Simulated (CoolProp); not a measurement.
A single-stage vapour-compression cycle with propane: evaporating at 254.15 K (dew point), condensing at 311.15 K (bubble point), superheat 10 K, subcooling 2 K, compressor efficiency 0.8, no pressure losses. Each further row changes one setting.

Model: reference Helmholtz-energy equation of state, Lemmon 2009, in CoolProp.

```json
[
 {"case": "as stated", "cooling COP": "2.70", "pressure ratio": "5.16", "discharge temperature (K)": "338.2", "refrigerating effect (kJ/kg)": "274", "volumetric capacity (kJ/m³)": "1480"},
 {"case": "evaporating temperature 259.15 K", "cooling COP": "3.09", "pressure ratio": "(withheld)", "discharge temperature (K)": "335.9", "refrigerating effect (kJ/kg)": "280", "volumetric capacity (kJ/m³)": "(withheld)"},
 {"case": "condensing temperature 306.15 K", "cooling COP": "3.06", "pressure ratio": "4.58", "discharge temperature (K)": "332.4", "refrigerating effect (kJ/kg)": "288", "volumetric capacity (kJ/m³)": "1560"},
 {"case": "subcooling 7 K", "cooling COP": "2.84", "pressure ratio": "5.16", "discharge temperature (K)": "338.2", "refrigerating effect (kJ/kg)": "288", "volumetric capacity (kJ/m³)": "1560"},
 {"case": "superheat 20 K", "cooling COP": "2.73", "pressure ratio": "5.16", "discharge temperature (K)": "(withheld)", "refrigerating effect (kJ/kg)": "290", "volumetric capacity (kJ/m³)": "(withheld)"},
 {"case": "compressor efficiency 0.7", "cooling COP": "(withheld)", "pressure ratio": "5.16", "discharge temperature (K)": "345.0", "refrigerating effect (kJ/kg)": "274", "volumetric capacity (kJ/m³)": "1480"}
]
```

Problem. Some entries are withheld; supply them.

Solution. 
- evaporating temperature 259.15 K, pressure ratio: 4.33
- evaporating temperature 259.15 K, volumetric capacity (kJ/m³): 1790
- superheat 20 K, discharge temperature (K): 348.1
- superheat 20 K, volumetric capacity (kJ/m³): 1500
- compressor efficiency 0.7, cooling COP: 2.36
